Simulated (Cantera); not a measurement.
# Silicon oxide and oxynitride deposition: TEOS + H₂O + H₂ + N₂

A closed system holds: 1 mol TEOS, 1 mol H₂O, 2.4 mol H₂, 0.00073 mol N₂, equilibrated at 0.190 bar.

These are equilibrium values from Cantera (NASA tables, ideal gas, pure condensed phases), not measurements of a reactor. Candidate condensed phases: C, C₆H₆, C₇H₈, C₈H₁₈, H₂O, Si, SiC, SiO₂, Si₂N₂O, Si₃N₄; 151 gas species. The feed counts by its element totals alone. The tables hold silica as quartz up to 1696 K and as liquid above; real silica turns to tridymite and cristobalite and melts near 1996 K. The numbers say what is thermodynamically allowed, not how fast it happens.

From 1223 K to 1523 K the condensed part is C(graphite) + SiO₂(β-quartz). From 1623 K to 2023 K the condensed part is C(graphite) + SiC(s).

```
T (K)   x H₂   x CO       x H     x SiO  n C(graphite)  n SiO₂(β-quartz)  n SiC(s)
-----  -----  -----  --------  --------  -------------  ----------------  --------
1223   0.815  0.183   6.23e-7  6.59e-10           4.98              1.00         0
1323   0.816  0.183   3.29e-6   1.05e-7           4.99             1.000         0
1423   0.816  0.183   1.38e-5   8.01e-6           4.99             1.000         0
1523   0.816  0.183   4.79e-5  0.000342           4.99             0.994         0
1623   0.728  0.271  0.000135  0.000854           2.03                 0     0.984
1723   0.728  0.271  0.000357   0.00119           2.04                 0     0.978
1823   0.727  0.270  0.000848   0.00160           2.05                 0     0.970
1923   0.726  0.269   0.00184   0.00208           2.06                 0     0.962
2023   0.724  0.269   0.00371   0.00264           2.07                 0     0.951
```
x: gas mole fraction; n: condensed amount in mol.
